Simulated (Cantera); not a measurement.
Feed: 1 mol NaCl, 24 mol H₂, at 308 Torr.

Equilibrium computed with Cantera from the NASA thermochemical tables; the gas is ideal and each condensed phase is pure. Candidate condensed phases: Na, NaCl; 10 gas species. Equilibrium is a limit: real reactors are often held back by kinetics, nucleation or transport.

log p: log10 of the partial pressure in bar; n: condensed amount in mol.

| T (°C) | log p H₂ | log p NaCl | log p Na₂Cl₂ | log p HCl | log p Na | n NaCl(s) | n NaCl(l) |
|---|---|---|---|---|---|---|---|
| 375 | -0.39 | -10.48 | -11.48 | -12.07 | -12.07 | 1.00 | 0 |
| 450 | -0.39 | (withheld) | (withheld) | (withheld) | (withheld) | 1.00 | 0 |
| 525 | -0.39 | (withheld) | (withheld) | (withheld) | (withheld) | 1.000 | 0 |
| 600 | -0.39 | -5.87 | -6.42 | -7.73 | -7.73 | 1.000 | 0 |
| 675 | -0.39 | -4.83 | -5.29 | -6.75 | -6.75 | 0.999 | 0 |
| 750 | -0.39 | -3.96 | -4.35 | -5.92 | -5.92 | 0.988 | 0 |
| 825 | -0.39 | -3.24 | -3.60 | -5.22 | -5.22 | 0 | 0.937 |
| 900 | -0.39 | -2.68 | -3.08 | -4.64 | -4.64 | 0 | 0.779 |
| 975 | -0.40 | -2.20 | -2.64 | -4.14 | -4.14 | 0 | 0.340 |
| 1050 | -0.40 | -1.95 | -2.60 | -3.78 | -3.79 | 0 | 0 |

### Question
Fill in the missing entries.

### Answer

- 450, log p NaCl: -8.61
- 450, log p Na₂Cl₂: -9.43
- 450, log p HCl: -10.32
- 450, log p Na: -10.32
- 525, log p NaCl: -7.10
- 525, log p Na₂Cl₂: -7.77
- 525, log p HCl: -8.90
- 525, log p Na: -8.90
